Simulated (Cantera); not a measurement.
A perfectly stirred reactor is fed with H2 : O2 : N2 = 1 : 0.725 : 2.72 (molar parts), equivalence ratio 0.69, at 15.0 bar; it is adiabatic with a 450 K inlet, and is followed from long to short residence time, starting on the burning branch (τ in s: 0.23, 0.092, 0.036, 0.014, 0.0057, 0.0023, 0.0009, 0.00036, 0.00014, 5.6e-05, 2.2e-05, 8.8e-06, 3.5e-06).

Cantera simulation using the H2/O2 subset of GRI-Mech 3.0, which has no nitrogen chemistry; the numbers are that mechanism's predictions, not measurements. The hydrogen kinetics of GRI-Mech 3.0 are dated; newer H2 mechanisms differ, most at raised pressure. The pressure lies above the range GRI-Mech 3.0 was tuned for (to about 10 atm).

| quantity | before | after |
|---|---|---|
| blow-out, bracketed by the residence times tried | burning at 3.50 µs, the shortest tried | burning at 3.50 µs, the shortest tried |
| x(H2) at τ = 0.230 s | 0.000204 | 0.000923 |
| x(O2) at τ = 0.230 s | 0.0565 | 0.00796 |
| x(H2O2) at τ = 0.230 s | 6.50e-7 | 3.17e-7 |
| x(H2O) at τ = 0.230 s | 0.252 | 0.265 |
| x(O) at τ = 0.230 s | 0.000107 | 6.53e-5 |
| x(H2) at τ = 0.900 ms | 0.000619 | 0.00315 |
| x(O2) at τ = 0.900 ms | 0.0565 | 0.00882 |
| x(H2O2) at τ = 0.900 ms | 9.09e-7 | 6.43e-7 |
| x(H2O) at τ = 0.900 ms | 0.251 | 0.261 |
| x(O) at τ = 0.900 ms | 0.000194 | 0.000164 |

### Question
Name the change that produced these shifts.
(A) N2 2.72 to 3.5 parts
(B) O2 0.725 to 0.53 parts
(C) inlet temperature 450 to 748 K
(D) pressure from 15.0 bar to 8.40 bar

### Answer
B, O2 0.725 to 0.53 parts
